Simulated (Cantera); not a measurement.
Charge: 1 mol C₂F₆, 1.8 mol HCl, held at 2023.15 K and 1.00 Torr.

These are equilibrium values from Cantera (NASA tables, ideal gas, pure condensed phases), not measurements of a reactor. Candidate condensed phases: C, C₆H₆, C₇H₈, C₈H₁₈; 118 gas species. The feed counts by its element totals alone. Gases not in the tables: C₂F₆ and larger saturated fluorocarbons. Kinetics and transport are ignored.

Base state: HF 0.330, Cl 0.330, CF₂ 0.118, F 0.114, CF₄ 0.103, CF₃ 0.00322, CF 0.000593, HCl 0.000580 (mole fractions); condensed: C(graphite).

### Question
What changes in the equilibrium state with this change: HCl from 1.8 to 0.036 mol?

### Answer
| species | before | after |
|---|---|---|
| CF₄ | 0.103 | 0.518 |
| CF₂ | 0.118 | 0.266 |
| F | 0.114 | 0.171 |
| HF | 0.330 | 0.0169 |
| Cl | 0.330 | 0.0169 |
| CF₃ | 0.00322 | 0.0108 |
| HCl | 0.000580 | 1.02e-6 |
| Cl₂ | 0.000223 | 5.89e-7 |
| C(graphite), mol | 0.776 | 0.310 |

### Question
What changes in the equilibrium state with this change: HCl from 1.8 to 1.1 mol?

### Answer
```json
[
 {"species": "HF", "before": "0.330", "after": "0.264"},
 {"species": "Cl", "before": "0.330", "after": "0.263"},
 {"species": "CF₄", "before": "0.103", "after": "0.179"},
 {"species": "CF₂", "before": "0.118", "after": "0.156"},
 {"species": "F", "before": "0.114", "after": "0.131"},
 {"species": "HCl", "before": "0.000580", "after": "0.000322"},
 {"species": "Cl₂", "before": "0.000223", "after": "0.000143"},
 {"species": "CF₃", "before": "0.00322", "after": "0.00489"},
 {"species": "C(graphite), mol", "before": "0.776", "after": "0.578"}
]
```

### Question
What changes in the equilibrium state with this change: C₂F₆ replaced by CH₃Cl?

### Answer
```tsv
species	before	after
HCl	0.000580	0.659
H₂	4.63e-9	0.264
Cl	0.330	0.0496
HF	0.330	0
CF₂	0.118	0
F	0.114	0
CF₄	0.103	0
H	3.54e-6	0.0268
CF₃	0.00322	0
CF	0.000593	0
C₂H₂ (acetylene)	<1e-9	0.000236
C(graphite), mol	0.776	0.998
```
